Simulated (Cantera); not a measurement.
An isothermal, constant-pressure homogeneous reactor starts with C₂H₆ : N₂ = 1 : 2.8 (molar parts), at 1925 K and 1.00 bar.

Cantera simulation using GRI-Mech 3.0 (53 species, 325 reactions); the numbers are that mechanism's predictions, not measurements. GRI-Mech 3.0 stops at C3 and has no aromatics, soot or wall deposition, so with more carbon than oxygen in the feed, carbon stays in small species such as C2H2 where larger ones or solid carbon would form.

Q: Predict: x(C₂H₆) at 100 s; x(CH₄) at 100 s; x(CH₂) at 100 s; x(HCN) at 100 s; x(CH₃) at 100 s; x(C₂H) at 100 s; x(C₂H₄) at 100 s.

A: 
* **x(C₂H₆) at 100 s**: 1.43e-7 (gas-phase equilibrium 8.79e-8)
* **x(CH₄) at 100 s**: 0.00199 (gas-phase equilibrium 0.00156)
* **x(CH₂) at 100 s**: 1.32e-7 (gas-phase equilibrium 1.04e-7)
* **x(HCN) at 100 s**: 0.00558 (gas-phase equilibrium 0.137)
* **x(CH₃) at 100 s**: 6.52e-5 (gas-phase equilibrium 5.11e-5)
* **x(C₂H) at 100 s**: 3.97e-6 (gas-phase equilibrium 2.43e-6)
* **x(C₂H₄) at 100 s**: 0.000596 (gas-phase equilibrium 0.000366)
